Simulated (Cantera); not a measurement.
A perfectly stirred reactor is fed with H₂ : O₂ : N₂ = 1 : 0.581 : 2.19 (molar parts), equivalence ratio 0.86, at 5.60 bar; it is adiabatic with a 475 K inlet, and is followed from long to short residence time, starting on the burning branch (τ in s: 0.22, 0.1, 0.047, 0.022, 0.01, 0.0049, 0.0023, 0.0011, 0.0005, 0.00023, 0.00011, 5.2e-05).

Computed with Cantera and the H2/O2 subset of GRI-Mech 3.0, which has no nitrogen chemistry. The hydrogen kinetics of GRI-Mech 3.0 are dated; newer H2 mechanisms differ, most at raised pressure.

Question: What does this change do: O2 0.581 to 0.44 parts?

Answer: 
| quantity | before | after |
|---|---|---|
| blow-out, bracketed by the residence times tried | burning at 52.0 µs, the shortest tried | burning at 52.0 µs, the shortest tried |
| x(H₂) at τ = 0.220 s | 0.00288 | 0.0377 |
| x(O₂) at τ = 0.220 s | 0.0242 | 4.55e-5 |
| x(H₂O) at τ = 0.220 s | 0.298 | 0.275 |
| x(O) at τ = 0.220 s | 0.000565 | 1.25e-5 |
| x(H₂O₂) at τ = 0.220 s | 6.14e-7 | 1.83e-8 |
| x(H₂) at τ = 2.30 ms | 0.00381 | 0.0388 |
| x(O₂) at τ = 2.30 ms | 0.0245 | 0.000584 |
| x(H₂O) at τ = 2.30 ms | 0.297 | 0.271 |
| x(O) at τ = 2.30 ms | 0.000702 | 0.000116 |
| x(H₂O₂) at τ = 2.30 ms | 6.51e-7 | 1.47e-7 |

Question: What does this change do: pressure from 5.60 bar to 3.80 bar?

Answer: 
```tsv
quantity	before	after
blow-out, bracketed by the residence times tried	burning at 52.0 µs, the shortest tried	burning at 52.0 µs, the shortest tried
x(H₂) at τ = 0.220 s	0.00288	0.00337
x(O₂) at τ = 0.220 s	0.0242	0.0243
x(H₂O) at τ = 0.220 s	0.298	0.297
x(O) at τ = 0.220 s	0.000565	0.000664
x(H₂O₂) at τ = 0.220 s	6.14e-7	4.98e-7
x(H₂) at τ = 2.30 ms	0.00381	0.00490
x(O₂) at τ = 2.30 ms	0.0245	0.0247
x(H₂O) at τ = 2.30 ms	0.297	0.295
x(O) at τ = 2.30 ms	0.000702	0.000919
x(H₂O₂) at τ = 2.30 ms	6.51e-7	5.32e-7
```
